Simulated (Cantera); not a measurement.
Input (Python, Cantera) and output of one run.

```python
import numpy as np
import cantera as ct

gas_names = [...]  # 130 gases of nasa_gas.yaml made of C, H, Mg, O, S
cond_names = """
    C(gr) C6H6(L) C7H8(L) C8H18(L),n-octa H2O(s) H2O(L) H2SO4(L) Mg(cr) Mg(L) MgCO3(s) MgO(s) MgO(L)
    MgO2H2(s) MgS(s) MgSO4(s) MgSO4(L) S(cr1) S(cr2) S(L)
""".split()


# ... load() reads the species with a 1 bar reference pressure and builds the phases ...
atoms = {
    'MgSO4': {'Mg': 1, 'S': 1, 'O': 4},
    'CO2': {'C': 1, 'O': 2},
    'H2': {'H': 2},
}
top_T = {'C(gr)': 4500, 'MgS(s)': 2250}  # K; cautious upper limits of use, not melting points


# ... equilibrate(T, P, feed) seeds the gas with the atoms and calls Mixture.equilibrate('TP', solver="vcs", rtol=1e-11, max_steps=5000) ...
results = []
feed = {'MgSO4': 1, 'CO2': 6.1, 'H2': 0.26}  # mol
T = 1748  # K
P = 1333.22  # Pa
mix = equilibrate(T, P, feed)
results.append((T, P, feed, dict(zip(mix.species_names, mix.species_moles))))
print(gas.report(threshold=0.0001))
for i in range(1, mix.n_phases):
    print(f"{mix.phase(i).name:16s} {mix.phase_moles(i):12.5e} mol")
```

Result:

```
       temperature   1748 K
          pressure   1333.2 Pa
           density   0.0041335 kg/m^3
  mean mol. weight   45.06 kg/kmol
   phase of matter   gas

                          1 kg             1 kmol
                     ---------------   ---------------
          enthalpy       -6.2328e+06       -2.8085e+08  J
   internal energy       -6.5553e+06       -2.9539e+08  J
           entropy              7642        3.4435e+05  J/K
    Gibbs function       -1.9591e+07       -8.8278e+08  J
 heat capacity c_p            1281.4             57740  J/K
 heat capacity c_v            1096.9             49426  J/K

                      mass frac. Y      mole frac. X     chem. pot. / RT
                     ---------------   ---------------   ---------------
                CO         0.0022438         0.0036096           -44.799
               CO2           0.76561            0.7839           -62.609
               H2O          0.013282          0.033222           -51.257
                 O        5.0104e-05        0.00014112            -17.81
                OH        0.00022244        0.00058936           -34.533
                O2          0.035069          0.049384            -35.62
               SO2           0.18339             0.129           -62.069
     [ +123 minor]        0.00013534        0.00015213

C(gr)             0.00000e+00 mol
Mg(L)             0.00000e+00 mol
MgO(s)            9.99999e-01 mol
MgS(s)            0.00000e+00 mol
MgSO4(L)          0.00000e+00 mol
S(L)              0.00000e+00 mol
```

These are equilibrium values from Cantera (NASA tables, ideal gas, pure condensed phases), not measurements of a reactor.
